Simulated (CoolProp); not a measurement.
c-C4F8 (RC318) along the isotherm 266.1 K: Z from the reference equation and from simpler models built on Tc = 388.4 K, pc = 2.778 MPa, ω = 0.355; each cubic takes its own stable root.

Values from CoolProp's reference Helmholtz-energy equation of state, Platzer 1990. This equation is an older, rougher fit; its heat capacities, sound speeds and derivatives of the liquid may be far off and weren't checked against measurements.

| p (MPa) | phase | reference |
|---|---|---|
| 2.53 | liquid | 0.1404 |
| 5.05 | liquid | 0.2785 |
| 7.58 | liquid | 0.4155 |
| 10.1 | liquid | 0.5507 |
| 12.6 | liquid | 0.6835 |
| 15.2 | liquid | 0.8204 |
| 17.7 | liquid | 0.9509 |
| 20.2 | liquid | 1.080 |
| 22.7 | liquid | 1.209 |
| 25.3 | liquid | 1.342 |
| 27.8 | liquid | 1.469 |

Task: How far does each simpler model (van der Waals, Soave-Redlich-Kwong, Peng-Robinson) lie from the reference over these 11 states: mean and median of the absolute difference, and the worst?

Result: 
- van der Waals: mean 51.7 %, median 50.5 %, worst +59.5 % at 266.1 K and 2.53 MPa
- Soave-Redlich-Kwong: mean 4.1 %, median 3.9 %, worst +5.5 % at 266.1 K and 2.53 MPa
- Peng-Robinson: mean 7.3 %, median 7.4 %, worst -7.8 % at 266.1 K and 27.8 MPa
